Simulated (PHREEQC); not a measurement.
**City or well water (model solution)**

Model water analysis in mg/L, 20 °C, pH 6.48, pe 9.5: Na 5.24; K 1.52; Ca 16; Mg 1.37; Cl 17.3; S(6) as SO4 24.2; Alkalinity as HCO3 9.32; Ni 0.00704.

Valence states are taken as typed.

Equilibrium calculation in PHREEQC: ion-association model, wateq4f.dat.

This is a speciation only: nothing precipitates in the calculation.

**Question.** Predict the charge-balance error.

**Answer.** charge-balance error 1.5 %.

**Question.** In which forms is Ca present?

**Answer.** Ca+2 97 %, CaSO4 3.0 % of the Ca.
